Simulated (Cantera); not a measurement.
**Carbothermic reduction: TiO2 + C + CO + CH4**

Charge: 1 mol TiO2, 0.99 mol C, 0.011 mol CO, 2.4 mol CH4, held at 1.00 bar.

Cantera equilibrium calculation (NASA polynomials, part measured and part estimated; ideal gas, pure solids and liquids). Candidate condensed phases: C, C6H6, C7H8, C8H18, H2O, Ti, TiC, TiO, TiO2, Ti2O3, Ti3O5, Ti4O7; 113 gas species. Mutual solubility and eutectic melting of coexisting phases are not modelled. TiC: taken at fixed stoichiometry. Condensed phases not in the tables: Magnéli phases beyond Ti4O7. Equilibrium is a limit: real reactors are often held back by kinetics, nucleation or transport.

From 1123 K to 1198 K the condensed part is C(graphite) + TiO2(rutile) + Ti4O7(s). At 1273 K the condensed part is C(graphite) + Ti4O7(s). At 1348 K the condensed part is C(graphite) + Ti3O5(s). From 1423 K to 1498 K the condensed part is C(graphite) + TiC(s) + Ti3O5(s). At 1573 K the condensed part is C(graphite) + TiC(s).

| T (K) | x H2 | x CO | x CH4 | x H2O | x CO2 | x H | x C2H2 (acetylene) | x C2H4 | n C(graphite) | n TiO2(rutile) | n Ti4O7(s) | n Ti3O5(s) | n TiC(s) |
|---|---|---|---|---|---|---|---|---|---|---|---|---|---|
| 1123 | 0.966 | 0.00644 | 0.0274 | 0.000410 | 2.50e-6 | 4.19e-8 | 2.13e-8 | 9.06e-7 | 3.24 | 0.915 | 0.0212 | 0 | 0 |
| 1198 | 0.945 | 0.0392 | 0.0143 | 0.000983 | 2.98e-5 | 1.85e-7 | 9.35e-8 | 1.11e-6 | 3.14 | 0.253 | 0.187 | 0 | 0 |
| 1273 | 0.940 | 0.0514 | 0.00829 | 0.000575 | 1.90e-5 | 6.91e-7 | 3.49e-7 | 1.36e-6 | 3.10 | 0 | 0.250 | 0 | 0 |
| 1348 | 0.928 | 0.0669 | 0.00502 | 0.000362 | 1.33e-5 | 2.23e-6 | 1.12e-6 | 1.60e-6 | 3.03 | 0 | 0 | 0.333 | 0 |
| 1423 | 0.913 | 0.0837 | 0.00317 | 0.000236 | 9.55e-6 | 6.35e-6 | 3.13e-6 | 1.84e-6 | 2.89 | 0 | 0 | 0.315 | 0.0565 |
| 1498 | 0.750 | 0.248 | 0.00146 | 0.000325 | 4.17e-5 | 1.49e-5 | 6.61e-6 | 1.44e-6 | 1.06 | 0 | 0 | 0.0850 | 0.745 |
| 1573 | 0.703 | 0.295 | 0.000908 | 0.000216 | 3.13e-5 | 3.41e-5 | 1.45e-5 | 1.45e-6 | 0.385 | 0 | 0 | 0 | 1.00 |
x: gas mole fraction; n: condensed amount in mol.
